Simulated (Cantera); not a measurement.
**Ammonia decomposition in nitride growth gas**

An isothermal, constant-pressure homogeneous reactor starts with 87.7 % NH₃, 12.3 % H₂, at 2325 K and 9.00 Torr.

Computed with Cantera and the gas-phase N/H chemistry of the illustrative SiF4/NH3 mechanism in the Surface Chemkin manual (1991). Walls and surfaces, which speed up NH3 decomposition in real reactors, are not modelled.

```json
[
 {"t (s)": "0.000100", "x NH₃": "0.877", "x H₂": "0.123", "x NH₂": "0.000439", "x N": "1.71e-9", "x N₂H₂": "7.66e-8", "x H": "2.43e-5"},
 {"t (s)": "0.000396", "x NH₃": "0.875", "x H₂": "0.124", "x NH₂": "0.00171", "x N": "2.19e-7", "x N₂H₂": "2.24e-6", "x H": "8.12e-5"},
 {"t (s)": "0.00157", "x NH₃": "0.864", "x H₂": "0.129", "x NH₂": "0.00495", "x N": "3.56e-6", "x N₂H₂": "3.11e-5", "x H": "0.000245"},
 {"t (s)": "0.00619", "x NH₃": "0.811", "x H₂": "0.168", "x NH₂": "0.00528", "x N": "5.77e-6", "x N₂H₂": "3.83e-5", "x H": "0.000358"},
 {"t (s)": "0.0245", "x NH₃": "0.637", "x H₂": "0.296", "x NH₂": "0.00424", "x N": "8.28e-6", "x N₂H₂": "2.60e-5", "x H": "0.000633"},
 {"t (s)": "0.0969", "x NH₃": "0.285", "x H₂": "0.554", "x NH₂": "0.00233", "x N": "1.10e-5", "x N₂H₂": "8.74e-6", "x H": "0.00144"},
 {"t (s)": "0.383", "x NH₃": "0.0266", "x H₂": "0.743", "x NH₂": "0.000451", "x N": "1.14e-5", "x N₂H₂": "5.65e-7", "x H": "0.00397"},
 {"t (s)": "1.52", "x NH₃": "3.30e-6", "x H₂": "0.729", "x NH₂": "6.07e-7", "x N": "1.88e-6", "x N₂H₂": "5.54e-12", "x H": "0.0421"},
 {"t (s)": "6.00", "x NH₃": "5.24e-8", "x H₂": "0.693", "x NH₂": "2.01e-8", "x N": "2.71e-7", "x N₂H₂": "<1e-12", "x H": "0.0834"}
]
```
x: mole fraction; the columns are a selection and need not sum to one.

Equilibrium at this temperature and pressure: NH₃ 4.15e-8, H₂ 0.692, NH₂ 1.61e-8, N 2.20e-7, N₂H₂ <1e-12, H 0.0841 (gas phase only).
